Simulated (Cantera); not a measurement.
Cantera run:

```python
import numpy as np
import cantera as ct

gas_names = """
    B BN BO BO2 B2 B2O B2O2 B2O3 N NO NO2 NO3 N2 N2O O O2 O3
""".split()
cond_names = """
    B(b) B(L) BN(s) B2O3(L)
""".split()


# ... load() reads the species with a 1 bar reference pressure and builds the phases ...
atoms = {
    'B2O3': {'B': 2, 'O': 3},
    'N2': {'N': 2},
    'O2': {'O': 2},
}
top_T = {'BN(s)': 3200}  # K; cautious upper limits of use, not melting points


# ... equilibrate(T, P, feed) seeds the gas with the atoms and calls Mixture.equilibrate('TP', solver="vcs", rtol=1e-11, max_steps=5000) ...
results = []
feed = {'B2O3': 1, 'N2': 4.2, 'O2': 1}  # mol
P = 25000  # Pa
for T in [773, 848, 923, 998, 1073, 1148, 1223, 1298, 1373, 1448, 1523, 1598, 1673, 1748]:
    mix = equilibrate(T, P, feed)
    results.append((T, P, feed, dict(zip(mix.species_names, mix.species_moles))))

top = {s: max(r[3][s] / sum(r[3][g] for g in gas_names) for r in results) for s in gas_names}
cols = sorted((s for s in top if top[s] > 0.0001), key=lambda s: -top[s])[:6]
seen = [c for c in cond_names if any(r[3].get(c, 0) > 1e-12 for r in results)]
print("log10 of partial pressures in bar; condensed amounts in mol")
print(f"{'T/K':>10s}" + "".join(f"{s[:9]:>10s}" for s in cols + seen))
for T, P, feed, n in results:
    ng = sum(n[g] for g in gas_names)
    print(f"{T:10.4g}" + "".join(f"{np.log10(max(n[s] / ng * P / 1e5, 1e-99)):10.3f}" for s in cols)
          + "".join(f"{n.get(c, 0):10.4g}" for c in seen))
```

Output:

```
log10 of partial pressures in bar; condensed amounts in mol
       T/K        N2        O2      B2O3        NO       BO2   B2O3(L)
       773    -0.695    -1.318   -17.648    -6.522   -16.212         1
       848    -0.695    -1.318   -15.227    -5.976   -14.196         1
       923    -0.695    -1.318   -13.215    -5.519   -12.514         1
       998    -0.695    -1.318   -11.517    -5.130   -11.090         1
      1073    -0.695    -1.318   -10.064    -4.796    -9.869         1
      1148    -0.695    -1.318    -8.810    -4.505    -8.811         1
      1223    -0.695    -1.318    -7.716    -4.250    -7.886         1
      1298    -0.695    -1.318    -6.754    -4.024    -7.071         1
      1373    -0.695    -1.319    -5.902    -3.823    -6.347         1
      1448    -0.695    -1.319    -5.143    -3.643    -5.700    0.9998
      1523    -0.695    -1.320    -4.463    -3.481    -5.119    0.9992
      1598    -0.696    -1.321    -3.849    -3.334    -4.594    0.9968
      1673    -0.696    -1.322    -3.294    -3.202    -4.118    0.9886
      1748    -0.699    -1.326    -2.789    -3.082    -3.684    0.9638
```

Cantera equilibrium calculation (NASA polynomials, part measured and part estimated; ideal gas, pure solids and liquids).
